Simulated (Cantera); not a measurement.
A perfectly stirred reactor is fed with CO : O₂ : H₂O : N₂ = 0.0095 : 0.04 : 0.056 : 1 (molar parts), equivalence ratio 0.12, at 760 Torr; it is held at 1000 K, and followed from long to short residence time.

Computed with Cantera and GRI-Mech 3.0 (53 species, 325 reactions).

Q: What does this change do: CO 0.0095 to 0.042 parts?

A: 
```json
[
 {"quantity": "x(CO) at τ = 0.410 s", "before": "0.00534", "after": "0.0211"},
 {"quantity": "x(O₂) at τ = 0.410 s", "before": "0.0346", "after": "0.0275"},
 {"quantity": "x(H₂O) at τ = 0.410 s", "before": "0.0507", "after": "0.0494"},
 {"quantity": "x(NO₂) at τ = 0.410 s", "before": "5.06e-11", "after": "2.82e-10"},
 {"quantity": "x(CO₂) at τ = 0.410 s", "before": "0.00327", "after": "0.0161"},
 {"quantity": "x(CO) at τ = 37.0 ms", "before": "0.00819", "after": "0.0350"},
 {"quantity": "x(O₂) at τ = 37.0 ms", "before": "0.0360", "after": "0.0342"},
 {"quantity": "x(H₂O) at τ = 37.0 ms", "before": "0.0506", "after": "0.0492"},
 {"quantity": "x(NO₂) at τ = 37.0 ms", "before": "2.17e-12", "after": "1.47e-11"},
 {"quantity": "x(CO₂) at τ = 37.0 ms", "before": "0.000405", "after": "0.00192"}
]
```
The temperature is held fixed by assumption; the heat of reaction is taken as removed at once.

Q: What does this change do: temperature 1000 to 1375 K?

A: 
| quantity | before | after |
|---|---|---|
| x(CO) at τ = 0.410 s | 0.00534 | 8.34e-5 |
| x(O₂) at τ = 0.410 s | 0.0346 | 0.0320 |
| x(H₂O) at τ = 0.410 s | 0.0507 | 0.0508 |
| x(NO₂) at τ = 0.410 s | 5.06e-11 | 2.10e-9 |
| x(CO₂) at τ = 0.410 s | 0.00327 | 0.00855 |
| x(CO) at τ = 37.0 ms | 0.00819 | 0.000412 |
| x(O₂) at τ = 37.0 ms | 0.0360 | 0.0322 |
| x(H₂O) at τ = 37.0 ms | 0.0506 | 0.0507 |
| x(NO₂) at τ = 37.0 ms | 2.17e-12 | 8.68e-10 |
| x(CO₂) at τ = 37.0 ms | 0.000405 | 0.00822 |
